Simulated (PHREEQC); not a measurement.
A made-up water analysis in mmol/kgw, 80 °C, pH 6.23:

| constituent | mmol/kgw |
|---|---|
| Na | 124 |
| K | 5.7 |
| Ca | 2.14 |
| Mg | 0.213 |
| Cl | 134 |
| S(6) | 0.615 |
| Alkalinity (meq/kgw) | 0.0347 |
| Li | 3.28 |

Valence states are taken as typed.

The numbers come from PHREEQC with the Pitzer model, pitzer.dat.

Each row changes one thing in this solution. This is a speciation only: nothing precipitates in the calculation.

```csv
case,HCO3- (mol/kgw),CO2 (mol/kgw),HSO4- (mol/kgw),CO3-2 (mol/kgw),MgOH+ (mol/kgw),MgCO3 (mol/kgw)
as made,3.49e-5,3.31e-5,5.65e-8,1.39e-8,1.10e-8,4.18e-10
pH from 6.23 to 6.53 at the same alkalinity,3.38e-5,1.61e-5,2.83e-8,___,2.19e-8,8.09e-10
all concentrations times 2 at the same typed pH,6.95e-5,5.76e-5,8.20e-8,3.61e-8,1.72e-8,1.21e-9
Na from 124 to 248 mmol/kgw,3.49e-5,3.08e-5,5.20e-8,1.44e-8,8.96e-9,3.10e-10
Cl from 134 to 402 mmol/kgw,___,2.99e-5,3.72e-8,2.14e-8,1.01e-8,4.18e-10
```

Fill in the missing entries.


- pH from 6.23 to 6.53 at the same alkalinity, CO3-2 (mol/kgw): 2.68e-8
- Cl from 134 to 402 mmol/kgw, HCO3- (mol/kgw): 3.48e-5

Species that the database lacks are ignored. Constants without temperature data keep their 25 °C values here.
